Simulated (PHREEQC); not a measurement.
Solution (20 °C): 0.011 mol/kgw Na2SO4 and 0.034 mol/kgw MgSO4. Closed to the air; pH follows from the charge balance.

All values are PHREEQC results (ion-association model, phreeqc.dat), not measurements.

No solid was allowed to form.

### Question
Order these S species by the share of S that they hold, largest first: MgSO4, NaSO4-, SO4-2.

### Answer
SO4-2 (63 %), MgSO4 (35 %), NaSO4- (2.4 %)

The ionic strength is 0.104 mol/kgw. Complexes and solids missing from the database can't appear.
